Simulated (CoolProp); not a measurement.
Vapour-liquid equilibrium of n-hexane (1) + dimethyl carbonate (2) at 1.19 MPa; x and y are mole fractions of (1).

Model: multi-fluid Helmholtz-energy mixture model, Thol 2019 and Zhou 2011; pair parameters Bell 2016, in CoolProp.

**Question.** Give the bubble temperature and the first vapour's composition at x = 0.05, 0.55, 0.65. Is there an azeotrope?

**Answer.** x = 0.05: 460.7 K, y = 0.122; x = 0.55: 442.5 K, y = 0.594; x = 0.65: 442.0 K, y = 0.656. y crosses x between x = 0.65 and 0.75: the model has an azeotrope there.

The pair parameters rest on a limited set of measurements; away from them the model extrapolates.
